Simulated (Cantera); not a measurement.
# Reactions in the system Cl-Fe-O

Standard-state values (1 bar) from the NASA 1993 polynomials, evaluated with Cantera. Values are per mole of reaction as written; species without (g) are pure solids or liquids, kept so even where they would boil at 1 bar. FeO: taken at fixed stoichiometry.

6 Cl(g) + Fe₂O₃ ⇌ 2 FeCl₃(g) + O₃(g)

```csv
T (K),ΔH° (kJ),ΔS° (J/K),ΔG° (kJ),log10 K
1075,-317.2,-229.8,-70.2,3.41
1125,-320.1,-232.4,-58.7,2.72
1175,-323.0,-234.8,-47.0,2.09
1225,-325.7,-237.1,-35.2,1.50
1275,-328.3,-239.2,-23.3,0.95
1325,-330.9,-241.2,-11.3,0.44
1375,-333.4,-243.1,0.8,-0.03
1425,-335.9,-244.9,13.0,-0.48
1475,-338.3,-246.5,25.3,-0.90
1525,-340.7,-248.1,37.7,-1.29
```

3 Cl₂(g) + 2 FeO ⇌ Fe₂Cl₆(g) + 2 O(g)

```json
[
 {"T (K)": "1075", "ΔH° (kJ)": "389.4", "ΔS° (J/K)": "73.8", "ΔG° (kJ)": "310.1", "log10 K": "-15.07"},
 {"T (K)": "1125", "ΔH° (kJ)": "388.9", "ΔS° (J/K)": "73.4", "ΔG° (kJ)": "306.4", "log10 K": "-14.23"},
 {"T (K)": "1175", "ΔH° (kJ)": "388.4", "ΔS° (J/K)": "72.9", "ΔG° (kJ)": "302.7", "log10 K": "-13.46"},
 {"T (K)": "1225", "ΔH° (kJ)": "387.9", "ΔS° (J/K)": "72.5", "ΔG° (kJ)": "299.1", "log10 K": "-12.75"},
 {"T (K)": "1275", "ΔH° (kJ)": "387.3", "ΔS° (J/K)": "72.0", "ΔG° (kJ)": "295.5", "log10 K": "-12.10"},
 {"T (K)": "1325", "ΔH° (kJ)": "386.7", "ΔS° (J/K)": "71.6", "ΔG° (kJ)": "291.9", "log10 K": "-11.51"},
 {"T (K)": "1375", "ΔH° (kJ)": "386.0", "ΔS° (J/K)": "71.1", "ΔG° (kJ)": "288.3", "log10 K": "-10.95"},
 {"T (K)": "1425", "ΔH° (kJ)": "385.3", "ΔS° (J/K)": "70.6", "ΔG° (kJ)": "284.8", "log10 K": "-10.44"},
 {"T (K)": "1475", "ΔH° (kJ)": "384.6", "ΔS° (J/K)": "70.1", "ΔG° (kJ)": "281.3", "log10 K": "-9.96"},
 {"T (K)": "1525", "ΔH° (kJ)": "383.8", "ΔS° (J/K)": "69.5", "ΔG° (kJ)": "277.8", "log10 K": "-9.51"}
]
```

2 Cl(g) + FeO ⇌ O(g) + FeCl₂(g)

```csv
T (K),ΔH° (kJ),ΔS° (J/K),ΔG° (kJ),log10 K
1075,123.3,46.4,73.4,-3.56
1125,122.2,45.5,71.1,-3.30
1175,121.2,44.6,68.8,-3.06
1225,120.1,43.7,66.6,-2.84
1275,119.1,42.9,64.4,-2.64
1325,118.0,42.0,62.3,-2.46
1375,116.9,41.2,60.2,-2.29
1425,115.9,40.5,58.2,-2.13
1475,114.8,39.7,56.2,-1.99
1525,113.7,39.0,54.2,-1.86
```
